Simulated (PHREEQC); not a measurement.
Solution (25 °C): 0.0015 mol/kgw HBF4 and 3.4e-05 mol/kgw FeCl3. Closed to the air; pH follows from the charge balance.

Model: ion-association model, wateq4f.dat, run in PHREEQC.

This is a speciation only: nothing precipitates in the calculation.

Order these B species by the share of B that they hold, largest first: BF3OH-, BF2(OH)2-, H3BO3, BF4-.

H3BO3 (54 %), BF4- (37 %), BF3OH- (5.8 %), BF2(OH)2- (3.4 %)

The pH is 2.77 and the ionic strength 0.00177 mol/kgw. Saturation is exceeded, for instance for Hematite (slow to form); the values hold only as long as no solid forms. Real BF4- forms and hydrolyses slowly; the run takes it at equilibrium. Fluoro complexes past AlF4- and FeF3 are missing from the database.
